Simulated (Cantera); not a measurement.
**Stirred combustor or abatement burner**

A perfectly stirred reactor is fed with CH4 : C2H6 : C3H8 : O2 : N2 : H2O = 1 : 0.44 : 0.14 : 9.86 : 37.1 : 1.6 (molar parts), equivalence ratio 0.43, at 11.8 atm; it is adiabatic with a 425 K inlet, and is followed from long to short residence time, starting on the burning branch (τ in s: 0.42, 0.18, 0.074, 0.031, 0.013, 0.0055, 0.0023, 0.00098, 0.00041, 0.00017, 7.3e-05, 3.1e-05, 1.3e-05).

Detailed kinetics in Cantera: GRI-Mech 3.0 (53 species, 325 reactions). The pressure lies above the range GRI-Mech 3.0 was tuned for (to about 10 atm).

```csv
τ (s),T (K),x CH4,x C2H6,x C3H8,x CO,x CH2CO
0.42,1418,9.94e-6,8.33e-7,2.90e-7,0.000152,2.11e-6
0.18,1416,2.18e-5,1.92e-6,6.62e-7,0.000344,4.77e-6
0.074,1411,4.92e-5,4.60e-6,1.57e-6,0.000804,1.11e-5
0.031,1399,0.000112,1.12e-5,3.76e-6,0.00185,2.58e-5
0.013,1369,0.000295,3.17e-5,1.04e-5,0.00455,6.57e-5
0.0055,425,0.0199,0.00878,0.00279,<1e-12,<1e-12
0.0023,425,0.0199,0.00878,0.00279,<1e-12,<1e-12
0.00098,425,0.0199,0.00878,0.00279,<1e-12,<1e-12
0.00041,425,0.0199,0.00878,0.00279,<1e-12,<1e-12
0.00017,425,0.0199,0.00878,0.00279,<1e-12,<1e-12
7.3e-5,425,0.0199,0.00878,0.00279,<1e-12,<1e-12
3.1e-5,425,0.0199,0.00878,0.00279,<1e-12,<1e-12
1.3e-5,425,0.0199,0.00878,0.00279,<1e-12,<1e-12
```
x: mole fraction; the columns are a selection and need not sum to one.
